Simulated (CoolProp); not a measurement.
The fluid at 293.15 K and 7.62 MPa (supercritical) is heated at constant pressure to 459.4 K. The same conditions are run with several fluids, on thermodynamics alone (safety and materials aside).

Values from CoolProp's reference Helmholtz-energy equation of state of each fluid (CF4 (R14): Platzer 1990; oxygen: Schmidt 1985; methane: Setzmann 1991). The equations of Platzer and Polt are older, rougher fits.

```json
[
 {"fluid": "CF4 (R14)", "heat (kJ/kg)": "(withheld)", "final density (kg/m³)": "177"},
 {"fluid": "oxygen", "heat (kJ/kg)": "(withheld)", "final density (kg/m³)": "63.1"},
 {"fluid": "methane", "heat (kJ/kg)": "459", "final density (kg/m³)": "(withheld)"}
]
```

**Question.** Some entries are withheld; supply them.

**Answer.** 
- CF4 (R14), heat (kJ/kg): 154
- oxygen, heat (kJ/kg): 168
- methane, final density (kg/m³): 32.2

Above 300 K oxygen's equation is extrapolated.
